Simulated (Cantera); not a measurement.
Mixture: CH₄ : O₂ : N₂ = 1 : 1.54 : 5.78 (molar parts), equivalence ratio 1.3, at 3750 Torr, adiabatic and at constant volume. Ignition delay is the time to a rise of 400 K.

Model: GRI-Mech 3.0 (53 species, 325 reactions), integrated in Cantera.

What does this change do: pressure from 3750 Torr to 760 Torr?


```
quantity                                                before       after
--------------------------------------------------  ----------  ----------
delay at 1025 K                                        0.133 s     0.788 s
delay at 1175 K                                        15.1 ms     71.3 ms
delay at 1325 K                                        2.32 ms     9.12 ms
delay at 1475 K                                       0.449 ms     1.57 ms
apparent activation energy between 1400 and 1550 K  190 kJ/mol  190 kJ/mol
```
